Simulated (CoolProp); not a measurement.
R1234yf at several states: Z from the reference equation and from simpler models built on Tc = 94.7 °C, pc = 3384 kPa, ω = 0.276; each cubic takes its own stable root.

Values from CoolProp's reference Helmholtz-energy equation of state, Lemmon 2022.

```
T (°C)   p (kPa)   phase  reference
-------  -------  ------  ---------
-111.75     4380  liquid     0.2513
53.15      18800  liquid     0.7106
-20.25      2500  liquid     0.1089
-104.25     1470  liquid    0.08182
-108.95     36.7  liquid   0.002087
-74.05     18900  liquid     0.9219
```

Q: How far does each simpler model (van der Waals, Redlich-Kwong, Soave-Redlich-Kwong, Peng-Robinson) lie from the reference over these 6 states: mean and median of the absolute difference, and the worst?

A: 
- van der Waals: mean 7860.9 %, median 69.2 %, worst +46843.0 % at -108.95 °C and 36.7 kPa
- Redlich-Kwong: mean 14.7 %, median 15.7 %, worst +16.1 % at -20.25 °C and 2500 kPa
- Soave-Redlich-Kwong: mean 12.4 %, median 12.7 %, worst +13.9 % at -111.75 °C and 4380 kPa
- Peng-Robinson: mean 1.3 %, median 1.3 %, worst -2.3 % at 53.15 °C and 18800 kPa

At some of these states van der Waals gives the other phase, because its saturation line lies elsewhere.
